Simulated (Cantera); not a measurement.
Feed: 1 mol Al, 2 mol H2O, 7.9 mol N2, at 10.0 mbar.

These are equilibrium values from Cantera (NASA tables, ideal gas, pure condensed phases), not measurements of a reactor. Candidate condensed phases: Al, AlN, Al2O3, H2O; 35 gas species. Rates play no part. All values below are at 1175 °C.

Base state: N2 0.798, H2 0.151, H2O 0.0505, H 3.59e-5 (mole fractions); condensed: Al2O3(s).

### Question
What changes in the equilibrium state with this change: Al replaced by Al(CH3)3?

### Answer
| species | before | after |
|---|---|---|
| N2 | 0.798 | 0.467 |
| H2 | 0.151 | 0.409 |
| CO | 0 | 0.124 |
| H2O | 0.0505 | 1.29e-6 |
| HCN | 0 | 0.000316 |
| H | 3.59e-5 | 5.90e-5 |
| Al2O3(s), mol | 0.500 | 0.0105 |
| AlN(s), mol | 0 | 0.979 |
| C(graphite), mol | 0 | 1.03 |
The feed counts by its element totals alone. Mutual solubility and eutectic melting of coexisting phases are not modelled. Further candidate phases: C, C6H6, C7H8, C8H18.
